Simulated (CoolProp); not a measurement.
The fluid at 464.58 K and 5.01 MPa flows at 0.37 m/s in a round tube of 50 mm bore and 45 µm roughness, fully developed (64/Re and Nu = 3.66 if laminar; Colebrook and Gnielinski if turbulent). The same conditions are run with several fluids, on thermodynamics alone (safety and materials aside).

Values from CoolProp's reference Helmholtz-energy equation of state of each fluid (methanol: de Reuck 1993; n-decane: Lemmon 2006; water: Wagner 2002; benzene: Thol 2012; n-pentane: Thol 2019).

| fluid | Reynolds number | Darcy friction factor | pressure drop (Pa/m) | heat-transfer coefficient (W/(m² K)) | mass flow (kg/h) |
|---|---|---|---|---|---|
| methanol | 113000 | 0.0216 | 17.1 | 1690 | 1510 |
| n-decane | (withheld) | 0.0233 | (withheld) | 714 | (withheld) |
| water | 114000 | 0.0216 | 25.9 | 3950 | 2290 |
| benzene | 94600 | 0.0220 | 20.6 | (withheld) | 1790 |
| n-pentane | 230000 | 0.0205 | 11.3 | 1130 | 1050 |

**Question.** Some entries are withheld; supply them.

**Answer.** 
- n-decane, Reynolds number: 56700
- n-decane, pressure drop (Pa/m): 19.2
- n-decane, mass flow (kg/h): 1570
- benzene, heat-transfer coefficient (W/(m² K)): 884

Transport values come from each fluid's own correlations; those of n-pentane are estimates that may be off by 10 % or more.
